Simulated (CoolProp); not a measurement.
Vapour-liquid equilibrium of benzene (1) + o-xylene (2) at 408.1 K; x and y are mole fractions of (1).

Computed with CoolProp (multi-fluid Helmholtz-energy mixture model, Thol 2012 and Zhou 2012; pair parameters Bell 2016).

| x | bubble pressure (MPa) | y at the bubble point | dew pressure at overall composition x (MPa) | liquid density (mol/L) |
|---|---|---|---|---|
| 0.05 | 0.09229 | 0.188 | 0.08167 | 7.426 |
| 0.2 | 0.1444 | 0.561 | 0.09334 | 7.711 |
| 0.35 | 0.2038 | 0.746 | 0.1092 | 8.007 |
| 0.5 | 0.2613 | 0.844 | 0.1320 | 8.318 |
| 0.65 | 0.3130 | 0.903 | 0.1678 | 8.652 |
| 0.8 | 0.3600 | 0.946 | 0.2321 | 9.019 |
| 0.95 | 0.4068 | 0.986 | 0.3641 | 9.433 |

No azeotrope shows between x = 0.05 and 0.95.

The pair parameters rest on a limited set of measurements; away from them the model extrapolates. The gap from Raoult's law changes sign with composition, which may be real or a fault of the pair parameters; it wasn't checked against measurements.
